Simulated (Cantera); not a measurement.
Premixed flame

A freely propagating, adiabatic, planar premixed flame of 54.9 % H₂, 9.45 % O₂, 35.6 % N₂, unburnt at 623 K and 113 Torr; mixture-averaged transport, grid criteria slope 0.08 and curve 0.16, no radiation.

Computed with Cantera and the H2/O2 subset of GRI-Mech 3.0, which has no nitrogen chemistry. Burning velocities carry a grid error of a few per cent, more on coarse grids.

| z (mm) | T (K) | u (m/s) | x H₂ | x O₂ | x O | x H | x H₂O | x OH |
|---|---|---|---|---|---|---|---|---|
| -17.4 | 623 | 6.83 | 0.549 | 0.0945 | <1e-8 | <1e-8 | <1e-8 | <1e-8 |
| -11.6 | 623 | 6.83 | 0.549 | 0.0945 | <1e-8 | <1e-8 | <1e-8 | <1e-8 |
| -8.70 | 623 | 6.83 | 0.549 | 0.0945 | <1e-8 | <1e-8 | <1e-8 | <1e-8 |
| -5.80 | 623 | 6.83 | 0.549 | 0.0945 | <1e-8 | 1.28e-6 | 2.04e-7 | <1e-8 |
| -2.90 | 638 | 6.98 | 0.547 | 0.0942 | 1.18e-5 | 0.000834 | 0.00103 | 2.22e-5 |
| -1.45 | 758 | 8.19 | 0.523 | 0.0902 | 0.000212 | 0.0124 | 0.0125 | 0.000155 |
| 0 | 1077 | 11.4 | 0.404 | 0.0494 | 0.00236 | 0.0758 | 0.0987 | 0.00104 |
| 1.45 | 1282 | 13.5 | 0.324 | 0.00436 | 0.000882 | 0.113 | 0.187 | 0.00109 |
| 2.90 | 1359 | 14.3 | 0.322 | 0.000329 | 0.000378 | 0.108 | 0.196 | 0.00112 |
| 5.80 | 1446 | 15.1 | 0.330 | 0.000101 | 0.000351 | 0.0962 | 0.197 | 0.00136 |
| 11.6 | 1549 | 16.0 | 0.341 | 8.59e-5 | 0.000321 | 0.0814 | 0.199 | 0.00159 |
| 23.2 | 1658 | 17.0 | 0.352 | 6.63e-5 | 0.000258 | 0.0652 | 0.200 | 0.00171 |
| 46.4 | 1762 | 17.9 | 0.363 | 4.40e-5 | 0.000177 | 0.0494 | 0.202 | 0.00166 |
x: mole fraction of selected species; z is measured from the peak of heat release.

The laminar burning velocity is 683 cm/s and the thermal thickness is 5.80 mm. The peak x(O) comes out as 0.00248 and the peak x(H) is 0.113. The peak x(OH) is 0.00171 and the grid points comes out as 140.
